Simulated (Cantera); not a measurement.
Input: 1 mol n-butane, 1.1 mol H2, at 0.0133 bar.

Cantera equilibrium calculation (NASA polynomials, part measured and part estimated; ideal gas, pure solids and liquids). Candidate condensed phases: C, C6H6, C7H8, C8H18; 76 gas species. Equilibrium is a limit: real reactors are often held back by kinetics, nucleation or transport.

Q: What share of the C ends up in condensed phases as a function of T (K), at 2675, 2700, 2725, 2750, 2775, 2800, 2825, 2850, 2875, 2900, 2925?

A: 
| T (K) | C condensed (%) | as |
|---|---|---|
| 2675 | 94.3 | C(graphite) |
| 2700 | 93.7 | C(graphite) |
| 2725 | 93.1 | C(graphite) |
| 2750 | 92.4 | C(graphite) |
| 2775 | 91.6 | C(graphite) |
| 2800 | 90.7 | C(graphite) |
| 2825 | 89.6 | C(graphite) |
| 2850 | 88.2 | C(graphite) |
| 2875 | 86.5 | C(graphite) |
| 2900 | 84.4 | C(graphite) |
| 2925 | 81.7 | C(graphite) |
